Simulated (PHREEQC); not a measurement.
Consider water at 45 °C with 0.24 mol HBF4 per kg of water. Closed to the air; pH follows from the charge balance.

Computed with PHREEQC (ion-association model, phreeqc.dat).

Precipitation was switched off in this run.

Q: Estimate the pH, activity of water, ionic strength.

A: pH 0.73; activity of water 0.991; ionic strength 0.234 mol/kgw.

Q: In which forms is B present?

A: BF4- 96 %, H3BO3 2.4 %, BF3OH- 1.8 % of the B.

At this temperature some constants are extrapolated from 25 °C, and those without enthalpy data are left unchanged. Real BF4- forms and hydrolyses slowly; the run takes it at equilibrium.
